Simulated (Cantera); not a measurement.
A freely propagating, adiabatic, planar premixed flame of 12.7 % CH₄, 18.2 % O₂, 69.1 % N₂, equivalence ratio 1.4, unburnt at 525 K and 7500 Torr; multicomponent+Soret transport, grid criteria slope 0.08 and curve 0.16, no radiation.

Detailed kinetics in Cantera: GRI-Mech 3.0 (53 species, 325 reactions). Burning velocities carry a grid error of a few per cent, more on coarse grids.

Question: Predict: laminar burning velocity; thermal thickness; peak x(C₂H₄); peak x(C₂H); peak x(HCN); peak x(HCO).

Answer: 
| Quantity | Value |
|---|---|
| laminar burning velocity | 20.0 cm/s |
| thermal thickness | 0.138 mm |
| peak x(C₂H₄) | 0.00202 |
| peak x(C₂H) | 8.64e-7 |
| peak x(HCN) | 2.25e-5 |
| peak x(HCO) | 3.54e-6 |
